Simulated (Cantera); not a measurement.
A Cantera script and its output.

```python
import numpy as np
import cantera as ct

gas = ct.Solution("gri30.yaml")
gas.TPX = 1100, 38000, {'H2': 1.2, 'O2': 1, 'N2': 2.7}
reactor = ct.IdealGasConstPressureReactor(gas, energy="off", clone=False)
net = ct.ReactorNet([reactor])
net.rtol, net.atol = 1e-08, 1e-18
show = ['H2', 'O2', 'HO2', 'NO2', 'H2O2']
times = np.geomspace(2e-06, 5, 10)

steps = ct.SolutionArray(gas, extra=["t"])
rows = []
print(f"{'t/s':>10s}{'T/K':>9s}{'P/Pa':>11s}" + "".join(f"{s:>11s}" for s in show))
for t in times:
    while net.time < t:
        t_next = net.step()
        steps.append(gas.state, t=t_next)
    rows.append([np.interp(t, steps.t, y) for y in (steps.T, steps.P, *steps(*show).X.T)])
    print(f"{t:10.3e}{rows[-1][0]:9.1f}{rows[-1][1]:11.4g}" + "".join(f"{x:11.3e}" for x in rows[-1][2:]))
rate = np.gradient(steps.T, steps.t)
print("integrator steps:", len(steps.t))
if steps.T.max() > steps.T[0] + 200:
    print(f"time of steepest temperature rise: {steps.t[rate.argmax()]:.4e} s")
gas.TPX = 1100, 38000, {'H2': 1.2, 'O2': 1, 'N2': 2.7}
gas.equilibrate("TP")
print(f"equilibrium (TP): T = {gas.T:.1f} K  " + "  ".join(f"{s} {gas[s].X[0]:.3e}" for s in show))
```

It prints:

```
       t/s      T/K       P/Pa         H2         O2        HO2        NO2       H2O2
 2.000e-06   1100.0    3.8e+04  2.449e-01  2.041e-01  3.369e-10  8.164e-33  7.362e-14
 1.028e-05   1100.0    3.8e+04  2.449e-01  2.041e-01  1.876e-09  2.667e-29  2.037e-12
 5.282e-05   1100.0    3.8e+04  2.449e-01  2.041e-01  5.710e-08  9.361e-24  1.446e-10
 2.714e-04   1100.0    3.8e+04  1.569e-02  9.930e-02  6.710e-05  8.485e-10  1.018e-05
 1.395e-03   1100.0    3.8e+04  7.617e-04  9.329e-02  2.033e-05  7.170e-08  2.982e-06
 7.169e-03   1100.0    3.8e+04  6.056e-05  9.303e-02  2.546e-06  2.320e-07  4.019e-07
 3.684e-02   1100.0    3.8e+04  1.100e-06  9.302e-02  9.421e-08  1.526e-07  5.601e-08
 1.893e-01   1100.0    3.8e+04  3.049e-08  9.302e-02  9.776e-09  3.660e-08  9.432e-09
 9.729e-01   1100.0    3.8e+04  5.346e-09  9.302e-02  2.908e-09  1.673e-08  1.882e-09
 5.000e+00   1100.0    3.8e+04  2.089e-09  9.302e-02  2.713e-09  2.770e-08  5.642e-10
integrator steps: 1682
equilibrium (TP): T = 1100.0 K  H2 1.969e-09  O2 9.300e-02  HO2 2.839e-09  NO2 5.934e-07  H2O2 4.740e-10
```

Detailed kinetics in Cantera: GRI-Mech 3.0 (53 species, 325 reactions). The temperature is held fixed by assumption; the heat of reaction is taken as removed at once.
